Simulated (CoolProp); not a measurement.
Properties of R365MFC along the isobar 13700 kPa (Tc = 186.9 °C, pc = 3266 kPa, ω = 0.377).

Values from CoolProp's reference Helmholtz-energy equation of state, Lemmon 2016.

| T (°C) | phase | Z | cp (kJ/(kg K)) | Joule-Thomson coefficient (K/MPa) | isothermal compressibility (1/MPa) |
|---|---|---|---|---|---|
| -9.25 | liquid | 0.6847 | 1.301 | -0.3668 | 0.001128 |
| 10.35 | liquid | 0.6547 | 1.330 | -0.3447 | 0.001343 |
| 30.05 | liquid | 0.6297 | 1.361 | -0.3192 | 0.001611 |
| 49.75 | liquid | 0.6091 | 1.394 | -0.2896 | 0.001948 |
| 69.45 | liquid | 0.5924 | 1.428 | -0.2547 | 0.002379 |
| 89.15 | liquid | 0.5792 | 1.464 | -0.2131 | 0.002936 |
| 108.75 | liquid | 0.5695 | 1.501 | -0.1628 | 0.003665 |
| 128.45 | liquid | 0.5632 | 1.540 | -0.1006 | 0.004644 |
| 148.15 | liquid | 0.5604 | 1.582 | -0.02270 | 0.005973 |
| 167.85 | liquid | 0.5614 | 1.625 | 0.07589 | 0.007803 |
| 187.45 | supercritical | 0.5666 | 1.671 | 0.2012 | 0.01033 |
| 207.15 | supercritical | 0.5769 | 1.719 | 0.3629 | 0.01388 |
| 226.85 | supercritical | 0.5929 | 1.767 | 0.5695 | 0.01881 |
